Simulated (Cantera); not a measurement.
Feed: 1 mol Al(CH₃)₃, 3.7 mol N₂O, 1.1 mol N₂, 0.35 mol NH₃, equilibrated at 9.75 Torr.

Cantera equilibrium calculation (NASA polynomials, part measured and part estimated; ideal gas, pure solids and liquids). Candidate condensed phases: Al, AlN, Al₂O₃, C, C₆H₆, C₇H₈, C₈H₁₈, H₂O; 148 gas species. The feed counts by its element totals alone. Mutual solubility and eutectic melting of coexisting phases are not modelled. The numbers say what is thermodynamically allowed, not how fast it happens. All values below are at 1402 °C.

Base state: H₂ 0.394, N₂ 0.370, CO 0.235, H 0.000639, HCN 0.000230, Al 1.41e-5 (mole fractions); condensed: AlN(s) + Al₂O₃(s).

**Question.** What changes in the equilibrium state with this change: N₂O from 3.7 to 1.1 mol?

**Answer.** 
```
species             before     after
----------------  --------  --------
H₂                   0.394     0.627
N₂                   0.370     0.234
CO                   0.235     0.137
Al                 1.41e-5   1.78e-5
C₂H₂ (acetylene)   8.16e-7   3.64e-5
HCN               0.000230   0.00122
HNC                6.45e-6   3.42e-5
H                 0.000639  0.000806
AlN(s), mol          0.531     1.000
Al₂O₃(s), mol        0.234         0
C(graphite), mol         0      1.89
```
